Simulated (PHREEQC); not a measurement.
A PHREEQC input (ion-association model, wateq4f.dat):

```
SOLUTION 1
  temp 20
  units mg/L
  pH 5.88
  pe 10
  Na 5.83
  K 0.0481
  Ca 2.8
  Mg 0.345
  Cl 6.09
  S(6) 6.23 as SO4
  Alkalinity 7.11 as HCO3
  B 0.0977
  Zn 0.0034
  Cd 0.013
  Si 0.147 as SiO2
END
USE solution 1
EQUILIBRIUM_PHASES 1
  Gypsum 0 0
  CO2(g) 3.4 10
END
```

The run finishes without an error or a warning.

Its last state differs from that of the intended input:

```csv
quantity,as run,intended
pH,2.74,7.24
ionic strength (mol/kgw),0.00245,0.000566
HCO3- (mol/kgw),0.00202,0.000116
CaSO4 (mol/kgw),4.79e-7,6.79e-7
MgSO4 (mol/kgw),1.05e-7,1.49e-7
CO3-2 (mol/kgw),5.53e-11,9.24e-8
SI of Quartz (SiO2),-1.39,-1.56
SI of Otavite (CdCO3),-5.31,-1.98
```

Question: One thing in the input isn't as intended. What explains the difference?

Answer: This is not unique; one that fits is The fault: the CO2 pressure typed with the wrong sign of its logarithm. The line should read `CO2(g) -3.4` where the input has `CO2(g) 3.4`.
